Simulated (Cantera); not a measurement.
Cantera run, input and output.

```python
import numpy as np
import cantera as ct

gas = ct.Solution("h2o2.yaml")
gas.TPX = 1200, 880, {'H2': 0.096, 'O2': 1}
reactor = ct.IdealGasConstPressureReactor(gas, energy="off", clone=False)
net = ct.ReactorNet([reactor])
net.rtol, net.atol = 1e-08, 1e-18
show = ['H2', 'O2', 'H', 'OH', 'HO2', 'H2O2']
times = np.geomspace(0.0005, 20, 10)

steps = ct.SolutionArray(gas, extra=["t"])
rows = []
print(f"{'t/s':>10s}{'T/K':>9s}{'P/Pa':>11s}" + "".join(f"{s:>11s}" for s in show))
for t in times:
    while net.time < t:
        t_next = net.step()
        steps.append(gas.state, t=t_next)
    rows.append([np.interp(t, steps.t, y) for y in (steps.T, steps.P, *steps(*show).X.T)])
    print(f"{t:10.3e}{rows[-1][0]:9.1f}{rows[-1][1]:11.4g}" + "".join(f"{x:11.3e}" for x in rows[-1][2:]))
rate = np.gradient(steps.T, steps.t)
print("integrator steps:", len(steps.t))
if steps.T.max() > steps.T[0] + 200:
    print(f"time of steepest temperature rise: {steps.t[rate.argmax()]:.4e} s")
gas.TPX = 1200, 880, {'H2': 0.096, 'O2': 1}
gas.equilibrate("TP")
print(f"equilibrium (TP): T = {gas.T:.1f} K  " + "  ".join(f"{s} {gas[s].X[0]:.3e}" for s in show))
```

It prints:

```
       t/s      T/K       P/Pa         H2         O2          H         OH        HO2       H2O2
 5.000e-04   1200.0        880  8.759e-02  9.124e-01  7.099e-08  5.879e-08  2.443e-08  2.824e-11
 1.623e-03   1200.0        880  8.728e-02  9.122e-01  9.688e-05  8.175e-05  4.030e-07  5.634e-10
 5.268e-03   1200.0        880  2.315e-03  8.516e-01  1.951e-02  5.448e-03  3.446e-06  9.360e-08
 1.710e-02   1200.0        880  1.845e-03  8.629e-01  1.401e-02  4.906e-03  3.398e-06  9.624e-08
 5.550e-02   1200.0        880  1.013e-03  8.852e-01  5.281e-03  3.671e-03  3.077e-06  1.045e-07
 1.802e-01   1200.0        880  2.297e-04  9.031e-01  5.424e-04  1.758e-03  1.844e-06  8.687e-08
 5.848e-01   1200.0        880  2.687e-05  9.076e-01  2.165e-05  6.042e-04  5.307e-07  4.069e-08
 1.898e+00   1200.0        880  3.310e-06  9.082e-01  9.463e-07  2.132e-04  1.025e-07  1.345e-08
 6.162e+00   1200.0        880  5.519e-07  9.083e-01  6.516e-08  8.745e-05  2.225e-08  4.055e-09
 2.000e+01   1200.0        880  1.191e-07  9.084e-01  6.585e-09  4.073e-05  8.650e-09  1.220e-09
integrator steps: 1965
equilibrium (TP): T = 1200.0 K  H2 1.310e-08  O2 9.084e-01  H 2.424e-10  OH 1.353e-05  HO2 1.179e-08  H2O2 1.962e-10
```

Cantera simulation using the H2/O2 subset of GRI-Mech 3.0, which has no nitrogen chemistry; the numbers are that mechanism's predictions, not measurements. Radical loss at walls, strong at low pressure, is not modelled. The temperature is held fixed by assumption; the heat of reaction is taken as removed at once.
